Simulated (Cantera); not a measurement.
A perfectly stirred reactor is fed with CH4 : N2 = 1 : 4.8 (molar parts), at 1050 Torr; it is held at 1950 K, and followed from long to short residence time.

Cantera simulation using GRI-Mech 3.0 (53 species, 325 reactions); the numbers are that mechanism's predictions, not measurements. GRI-Mech 3.0 stops at C3 and has no aromatics, soot or wall deposition, so with more carbon than oxygen in the feed, carbon stays in small species such as C2H2 where larger ones or solid carbon would form.

x: mole fraction; the columns are a selection and need not sum to one.

```tsv
τ (s)	x CH4	x CH2	x H	x C2H6	x CH3	x C2H4	x C2H2
2.2	0.00166	1.77e-7	0.000453	(withheld)	6.83e-5	0.000198	0.0724
1.2	0.00213	2.25e-7	0.000451	(withheld)	8.73e-5	0.000198	0.0722
0.66	0.00278	2.91e-7	0.000448	(withheld)	0.000114	0.000198	0.0720
0.36	0.00370	3.82e-7	0.000444	(withheld)	0.000151	0.000200	0.0716
0.19	0.00504	5.12e-7	0.000439	(withheld)	0.000205	0.000203	0.0710
0.10	0.00692	6.85e-7	0.000431	(withheld)	0.000279	0.000210	0.0702
0.057	0.00916	8.82e-7	0.000422	(withheld)	0.000366	0.000223	0.0692
0.031	0.0124	1.15e-6	0.000410	(withheld)	0.000491	0.000251	0.0677
0.017	0.0168	1.49e-6	0.000395	(withheld)	0.000654	0.000305	0.0658
0.0091	0.0228	1.91e-6	0.000375	(withheld)	0.000876	0.000411	0.0630
0.0049	0.0308	2.42e-6	0.000350	(withheld)	0.00116	0.000606	0.0592
```

Q: Complete the blanks.

A: 
- 2.2, x C2H6: 1.23e-7
- 1.2, x C2H6: 1.94e-7
- 0.66, x C2H6: 3.22e-7
- 0.36, x C2H6: 5.58e-7
- 0.19, x C2H6: 1.02e-6
- 0.10, x C2H6: 1.90e-6
- 0.057, x C2H6: 3.28e-6
- 0.031, x C2H6: 5.94e-6
- 0.017, x C2H6: 1.06e-5
- 0.0091, x C2H6: 1.93e-5
- 0.0049, x C2H6: 3.44e-5
